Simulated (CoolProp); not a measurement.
A closed Brayton cycle with dry air: compressor inlet 309.15 K and 1.4 MPa, high pressure 4.32 MPa, turbine inlet 905 K, compressor efficiency 0.85, turbine efficiency 0.85, recuperator effectiveness 0.95 (on enthalpy, no pinch check). Each further row changes one setting.

The numbers come from the reference Helmholtz-energy equation of state, Lemmon 2000 in CoolProp. It is a pseudo-pure fit of the blend.

```tsv
case	thermal efficiency (%)	net work (kJ/kg)	compressor to turbine work	compressor exit (K)	turbine exit (K)
as stated	33.5	78.2	0.64	447.3	708.8
turbine inlet 855 K	30.1	___	___	447.3	___
compressor inlet 319.15 K	___	73.6	0.66	___	708.8
high pressure 3.67 MPa	35.4	73.6	___	424.5	___
recuperator effectiveness 0.5	21.9	78.2	0.64	447.3	708.8
```

Q: Fill in the missing entries.

A: 
- turbine inlet 855 K, net work (kJ/kg): 65.9
- turbine inlet 855 K, compressor to turbine work: 0.68
- turbine inlet 855 K, turbine exit (K): 668.1
- compressor inlet 319.15 K, thermal efficiency (%): 31.6
- compressor inlet 319.15 K, compressor exit (K): 461.5
- high pressure 3.67 MPa, compressor to turbine work: 0.61
- high pressure 3.67 MPa, turbine exit (K): 734.2
